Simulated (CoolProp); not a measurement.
A closed Brayton cycle with carbon dioxide: compressor inlet 333.15 K and 9.4 MPa, high pressure 29.8 MPa, turbine inlet 655 K, compressor efficiency 0.8, turbine efficiency 0.93, recuperator effectiveness 0.95 (on enthalpy, no pinch check). Each further row changes one setting.

The numbers come from the reference Helmholtz-energy equation of state, Span 1996 in CoolProp.

```json
[
 {"case": "as stated", "thermal efficiency (%)": "23.9", "net work (kJ/kg)": "48.7", "compressor to turbine work": "0.58", "compressor exit (K)": "431.6", "turbine exit (K)": "530.0"},
 {"case": "turbine inlet 605 K", "thermal efficiency (%)": "19.3", "net work (kJ/kg)": "36.4", "compressor to turbine work": "0.65", "compressor exit (K)": "431.6", "turbine exit (K)": "485.0"},
 {"case": "compressor inlet 343.15 K", "thermal efficiency (%)": "21.0", "net work (kJ/kg)": "40.8", "compressor to turbine work": "0.65", "compressor exit (K)": "449.9", "turbine exit (K)": "530.0"},
 {"case": "high pressure 25.3 MPa", "thermal efficiency (%)": "24.9", "net work (kJ/kg)": "46.1", "compressor to turbine work": "0.55", "compressor exit (K)": "417.1", "turbine exit (K)": "547.2"},
 {"case": "recuperator effectiveness 0.5", "thermal efficiency (%)": "19.1", "net work (kJ/kg)": "48.7", "compressor to turbine work": "0.58", "compressor exit (K)": "431.6", "turbine exit (K)": "530.0"}
]
```
